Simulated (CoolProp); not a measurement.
Values from CoolProp's reference Helmholtz-energy equation of state, Thol 2021.

For chlorine, give the phase and the density (kg/m³), cv (kJ/(kg K)), isothermal compressibility (1/MPa), expansivity (1/kK) at 31.45 °C and 0.412 MPa.


- 31.45 °C and 0.412 MPa: gas; density 12.1, cv 0.381, isothermal compressibility 2.56, expansivity 3.88
